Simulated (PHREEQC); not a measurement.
0.078 g of hydrous ferric oxide (600 m²/g; 0.2 weak and 0.005 strong sites per Fe, Dzombak-Morel constants, diffuse double layer) in 1 kg of water with 0.001 mol/kgw of an inert sodium salt and 0.012 mmol/kgw PbCl2, at 25 °C; the pH is set by adding NaOH or the inert anion's acid. O2 is buffered at 0.21 atm. No CO2 enters from the air. Nothing may precipitate in this run.

The series has 13 steps of pH, from 3 to 9.

Computed with PHREEQC (ion-association model, wateq4f.dat).

Problem. Near which pH is half of the Pb sorbed, and on which side is more sorbed?

Solution. Near pH 5.5, with more sorbed at higher pH.

Complexes and solids missing from the database can't appear. The oxide is taken as insoluble; below pH 4 it would dissolve.
